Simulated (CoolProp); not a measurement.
A single-stage vapour-compression cycle with isobutane: evaporating at 221.15 K (dew point), condensing at 267.15 K (bubble point), superheat 2 K, subcooling 0 K, compressor efficiency 0.7, no pressure losses. Each further row changes one setting.

Model: reference Helmholtz-energy equation of state, Bücker 2006, in CoolProp.

```json
[
 {"case": "as stated", "cooling COP": "2.84", "pressure ratio": "8.42", "discharge temperature (K)": "296.9", "refrigerating effect (kJ/kg)": "302", "volumetric capacity (kJ/m³)": "143"},
 {"case": "evaporating temperature 226.15 K", "cooling COP": "3.33", "pressure ratio": "(withheld)", "discharge temperature (K)": "292.6", "refrigerating effect (kJ/kg)": "(withheld)", "volumetric capacity (kJ/m³)": "190"},
 {"case": "condensing temperature 262.15 K", "cooling COP": "(withheld)", "pressure ratio": "6.96", "discharge temperature (K)": "(withheld)", "refrigerating effect (kJ/kg)": "313", "volumetric capacity (kJ/m³)": "149"},
 {"case": "subcooling 5 K", "cooling COP": "(withheld)", "pressure ratio": "8.42", "discharge temperature (K)": "296.9", "refrigerating effect (kJ/kg)": "313", "volumetric capacity (kJ/m³)": "149"},
 {"case": "superheat 12 K", "cooling COP": "2.85", "pressure ratio": "8.42", "discharge temperature (K)": "307.5", "refrigerating effect (kJ/kg)": "316", "volumetric capacity (kJ/m³)": "143"},
 {"case": "compressor efficiency 0.6", "cooling COP": "(withheld)", "pressure ratio": "8.42", "discharge temperature (K)": "307.2", "refrigerating effect (kJ/kg)": "302", "volumetric capacity (kJ/m³)": "143"}
]
```

Question: Complete the blanks.

Answer: 
- evaporating temperature 226.15 K, pressure ratio: 6.36
- evaporating temperature 226.15 K, refrigerating effect (kJ/kg): 309
- condensing temperature 262.15 K, cooling COP: 3.26
- condensing temperature 262.15 K, discharge temperature (K): 290.3
- subcooling 5 K, cooling COP: 2.95
- compressor efficiency 0.6, cooling COP: 2.44
